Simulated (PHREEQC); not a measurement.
**Brine: an equilibrium model**

A solution holds 2.4 mol K2CO3, 0.18 mol NaHCO3 and 0.14 mol NaCl per kg of water, at 20 °C. Closed to the air; pH follows from the charge balance.

The numbers come from PHREEQC with the Pitzer model, pitzer.dat.

Precipitation was switched off in this run.

Task: Estimate the pH.

Result: pH 11.05.

Task: In which forms is C present?

Result: CO3-2 93 %, HCO3- 7.0 % of the C.

Species that the database lacks are ignored. In brines, pH and single-ion activities rest on the MacInnes convention.
